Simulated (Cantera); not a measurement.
Premixed flame

A freely propagating, adiabatic, planar premixed flame of 23.5 % H₂, 13.7 % O₂, 62.8 % N₂, equivalence ratio 0.86, unburnt at 550 K and 0.977 atm; unity-Lewis-number transport, grid criteria slope 0.08 and curve 0.16, no radiation.

Cantera simulation using the H2/O2 subset of GRI-Mech 3.0, which has no nitrogen chemistry; the numbers are that mechanism's predictions, not measurements. Unity Lewis numbers drop preferential diffusion, which matters most where H2 and H carry the flame. Burning velocities carry a grid error of a few per cent, more on coarse grids.

| z (mm) | T (K) | u (m/s) | x H₂ | x O₂ | x HO₂ | x H₂O | x OH | x O |
|---|---|---|---|---|---|---|---|---|
| -1.08 | 550 | 3.16 | 0.235 | 0.137 | <1e-8 | 7.73e-8 | <1e-8 | <1e-8 |
| -0.718 | 550 | 3.16 | 0.235 | 0.137 | 5.97e-8 | 1.88e-6 | <1e-8 | <1e-8 |
| -0.538 | 550 | 3.16 | 0.235 | 0.137 | 4.54e-7 | 1.44e-5 | <1e-8 | <1e-8 |
| -0.359 | 552 | 3.17 | 0.235 | 0.137 | 6.22e-6 | 0.000201 | <1e-8 | 1.20e-7 |
| -0.179 | 606 | 3.47 | 0.229 | 0.133 | 0.000164 | 0.00698 | 1.98e-5 | 1.70e-5 |
| -0.0897 | 853 | 4.81 | 0.195 | 0.117 | 0.000166 | 0.0423 | 0.000513 | 0.000452 |
| 0 | 1258 | 6.91 | 0.103 | 0.0752 | 6.80e-5 | 0.127 | 0.00351 | 0.00500 |
| 0.0897 | 1518 | 8.19 | 0.0418 | 0.0442 | 3.26e-5 | 0.184 | 0.00868 | 0.0105 |
| 0.179 | 1652 | 8.82 | 0.0306 | 0.0363 | 2.29e-5 | 0.200 | 0.0111 | 0.0110 |
| 0.359 | 1797 | 9.48 | 0.0265 | 0.0323 | 1.65e-5 | 0.211 | 0.0126 | 0.00899 |
| 0.718 | 1937 | 10.1 | 0.0218 | 0.0290 | 1.13e-5 | 0.224 | 0.0130 | 0.00639 |
| 1.44 | 2057 | 10.6 | 0.0160 | 0.0260 | 7.19e-6 | 0.236 | 0.0121 | 0.00405 |
| 2.87 | 2149 | 11.0 | 0.0104 | 0.0237 | 4.38e-6 | 0.246 | 0.0101 | 0.00230 |
x: mole fraction of selected species; z is measured from the peak of heat release.

| Property | Result |
|---|---|
| laminar burning velocity | 316 cm/s |
| thermal thickness | 0.359 mm |
| peak x(HO₂) | 0.000223 |
| peak x(OH) | 0.0130 |
| peak x(O) | 0.0112 |
| grid points | 112 |
